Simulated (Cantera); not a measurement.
**TiO2 + CH4 + H2 (carbothermic reduction)**

Feed: 1 mol TiO2, 0.85 mol CH4, 14 mol H2, held at 100 Torr.

Equilibrium computed with Cantera from the NASA thermochemical tables; the gas is ideal and each condensed phase is pure. Candidate condensed phases: C, C6H6, C7H8, C8H18, H2O, Ti, TiC, TiO, TiO2, Ti2O3, Ti3O5, Ti4O7; 113 gas species. Mutual solubility and eutectic melting of coexisting phases are not modelled. TiC, TiO: taken at fixed stoichiometry. Condensed phases not in the tables: solid solutions among these carbides, nitrides and lower oxides. Kinetics and transport are ignored.

```csv
T (K),log p H2,log p CO,log p H,log p H2O,n TiC(s),n Ti2O3(s),n TiO(s)
1725,-0.89,-2.24,-4.18,-4.82,0.141,0.430,0
1750,-0.89,-2.24,-4.08,-4.81,0.141,0.430,0
1775,-0.89,-2.24,-3.99,-4.81,0.141,0.430,0
1800,-0.89,-2.24,-3.89,-4.80,0.141,0.430,0
1825,-0.89,-2.24,-3.80,-4.79,0.141,0.430,0
1850,-0.89,-2.24,-3.72,-4.79,0.141,0.430,0
1875,-0.90,-2.16,-3.63,-4.74,0,0.148,0.705
1900,-0.90,-2.16,-3.55,-4.67,0,0.147,0.705
1925,-0.90,-2.17,-3.47,-4.60,0,0.147,0.706
1950,-0.90,-2.17,-3.39,-4.54,0,0.146,0.707
```
log p: log10 of the partial pressure in bar; n: condensed amount in mol.

From 1725 K to 1850 K the condensed part is TiC(s) + Ti2O3(s). From 1875 K to 1950 K the condensed part is TiO(s) + Ti2O3(s). The main Ti-bearing gas is TiO throughout.
